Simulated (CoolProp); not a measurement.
Values from CoolProp's reference Helmholtz-energy equation of state, Akasaka 2015.

Problem. Give the vapour pressure (MPa), liquid cp (kJ/(kg K)), liquid viscosity (µPa s) of saturated R245fa at 203.9, 326 K.

Solution. 
```tsv
T (K)	p (MPa)	liquid cp (kJ/(kg K))	liquid viscosity (µPa s)
203.9	0.000584	1.16	1660
326	0.375	1.39	286
```

Viscosity comes from a separate model (Bell 2016), an estimate that may be off by 10 % or more.
